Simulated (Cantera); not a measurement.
Feed: 1 mol SiCl₄, 0.22 mol HCl, 84 mol H₂, equilibrated at 973 K and 26.3 Torr.

Method: chemical equilibrium by Gibbs-energy minimisation in Cantera with the NASA 1993 tables (ideal gas, pure condensed phases). Candidate condensed phases: Si; 19 gas species. The tables' values for SiCl₃ are old estimates; treat these amounts as uncertain. The numbers say what is thermodynamically allowed, not how fast it happens.

What is the equilibrium state?

x(H₂): 0.978
x(HCl): 0.0111
x(SiCl₄): 0.00673
x(SiHCl₃): 0.00332
x(SiCl₃): 0.000219
x(SiCl₂): 0.000204
x(SiH₂Cl₂): 0.000171
x(SiH₃Cl): 2.23e-6
n(Si(s)): 0.0908 mol
gas amount: 85.34 mol
